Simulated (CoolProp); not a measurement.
Properties of n-perfluorobutane along the isobar 0.101 MPa (Tc = 386.3 K, pc = 2.322 MPa, ω = 0.372).

Computed with CoolProp (reference Helmholtz-energy equation of state, Gao 2022).

```tsv
T (K)	phase	density (kg/m³)	cp (kJ/(kg K))	cv (kJ/(kg K))	isothermal compressibility (1/MPa)	fugacity coefficient
349.1	gas	8.453	0.9184	0.8800	10.11	0.9803
360.3	gas	8.172	0.9274	0.8893	10.09	0.9823
371.6	gas	7.909	0.9359	0.8981	10.07	0.9840
382.8	gas	7.665	0.9438	0.9063	10.05	0.9856
394	gas	7.437	0.9513	0.9140	10.03	0.9870
405.2	gas	7.222	0.9584	0.9212	10.02	0.9882
416.4	gas	7.020	0.9650	0.9280	10.01	0.9893
427.6	gas	6.829	0.9712	0.9344	9.999	0.9903
438.8	gas	6.648	0.9771	0.9404	9.990	0.9912
450	gas	6.477	0.9827	0.9461	9.982	0.9920
```
